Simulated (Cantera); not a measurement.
An isothermal, constant-pressure homogeneous reactor starts with CO : O₂ : H₂O : N₂ = 0.0086 : 0.0036 : 0.0086 : 1 (molar parts), equivalence ratio 1.2, at 1398 K and 90.0 Torr.

Model: GRI-Mech 3.0 (53 species, 325 reactions), integrated in Cantera.

**Question.** Predict: x(CO) at 3.00 s; x(O₂) at 3.00 s; x(H₂O) at 3.00 s; x(N₂O) at 3.00 s; x(NO) at 3.00 s; x(H₂) at 3.00 s.

**Answer.** 
- x(CO) at 3.00 s: 0.000952 (gas-phase equilibrium 0.000923)
- x(O₂) at 3.00 s: 2.95e-5 (gas-phase equilibrium 5.05e-10)
- x(H₂O) at 3.00 s: 0.00794 (gas-phase equilibrium 0.00800)
- x(N₂O) at 3.00 s: 1.58e-9 (gas-phase equilibrium <1e-12)
- x(NO) at 3.00 s: 2.68e-6 (gas-phase equilibrium 3.94e-8)
- x(H₂) at 3.00 s: 0.000465 (gas-phase equilibrium 0.000453)
